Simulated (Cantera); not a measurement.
What does this Cantera script print?

```python
import numpy as np
import cantera as ct

gas_names = """
    H H2 Hg
""".split()
cond_names = """
    Hg(cr) Hg(L)
""".split()


# ... load() reads the species with a 1 bar reference pressure and builds the phases ...
atoms = {
    'Hg': {'Hg': 1},
    'H2': {'H': 2},
}
top_T = {}  # K; cautious upper limits of use, not melting points


# ... equilibrate(T, P, feed) seeds the gas with the atoms and calls Mixture.equilibrate('TP', solver="vcs", rtol=1e-11, max_steps=5000) ...
results = []
feed = {'Hg': 1, 'H2': 0.12}  # mol
T = 1175  # K
P = 57  # Pa
mix = equilibrate(T, P, feed)
results.append((T, P, feed, dict(zip(mix.species_names, mix.species_moles))))
print(gas.report(threshold=1e-05))
for i in range(1, mix.n_phases):
    print(f"{mix.phase(i).name:16s} {mix.phase_moles(i):12.5e} mol")
```

Output:

```
       temperature   1175 K
          pressure   57 Pa
           density   0.0010462 kg/m^3
  mean mol. weight   179.32 kg/kmol
   phase of matter   gas

                          1 kg             1 kmol
                     ---------------   ---------------
          enthalpy        4.1194e+05        7.3867e+07  J
   internal energy        3.5745e+05        6.4097e+07  J
           entropy            1477.6        2.6495e+05  J/K
    Gibbs function       -1.3242e+06       -2.3746e+08  J
 heat capacity c_p               122             21876  J/K
 heat capacity c_v            75.629             13561  J/K

                      mass frac. Y      mole frac. X     chem. pot. / RT
                     ---------------   ---------------   ---------------
                H2         0.0012046           0.10714           -27.625
                Hg            0.9988           0.89286           -23.908
     [   +1 minor]        9.4477e-09        1.6807e-06

Hg(L)             0.00000e+00 mol
```

Equilibrium computed with Cantera from the NASA thermochemical tables; the gas is ideal and each condensed phase is pure.
